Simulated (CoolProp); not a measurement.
Properties of R1234ze(E) along the isobar 23.9 bar.

Computed with CoolProp (reference Helmholtz-energy equation of state, Thol 2016).

```
T (K)   phase  speed of sound (m/s)  conductivity (mW/(m K))  Prandtl number
-----  ------  --------------------  -----------------------  --------------
191    liquid                  1025                      117            10.6
212.3  liquid                 927.4                      108            7.41
233.7  liquid                 832.2                     99.2            5.72
255    liquid                 739.6                     91.0            4.71
276.4  liquid                 647.4                     83.2            4.03
297.7  liquid                 555.8                     75.7            3.55
319.1  liquid                 461.7                     68.6            3.19
340.4  liquid                 358.9                     61.7            2.94
383.2     gas                 132.5                     23.4           0.971
404.5     gas                 146.3                     24.8           0.878
```

Viscosity comes from a separate model (Bell 2016), an estimate that may be off by 10 % or more. Thermal conductivity comes from a separate model (Perkins 2011).
